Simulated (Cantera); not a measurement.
Silicon etching in halogen gases: Si + HCl + H2

Input: 1 mol Si, 1.9 mol HCl, 2 mol H2, at 548.15 K and 1.00 bar.

These are equilibrium values from Cantera (NASA tables, ideal gas, pure condensed phases), not measurements of a reactor. Candidate condensed phases: Si; 19 gas species. Kinetics and transport are ignored.

The x(H2) comes out as 0.843 and the x(SiCl4) is 0.0933. The x(SiHCl3) is 0.0624 and the x(SiH2Cl2) is 0.00175. The x(HCl) is 9.05e-6 and the x(SiH3Cl) comes out as 9.01e-6. The n(Si(s)) is 0.469 mol. The gas amount comes out as 3.369 mol.
